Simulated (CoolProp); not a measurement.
Computed with CoolProp (reference Helmholtz-energy equation of state, Thol 2021).

Task: Give the vapour pressure (MPa), liquid density (kg/m³), vapour density (kg/m³), liquid cp (kJ/(kg K)) of saturated chlorine at 354.3, 402.8 K.

Result: 
```tsv
T (K)	p (MPa)	liquid density (kg/m³)	vapour density (kg/m³)	liquid cp (kJ/(kg K))
354.3	2.76	1190	88.9	1.16
402.8	6.22	921	252	2.23
```
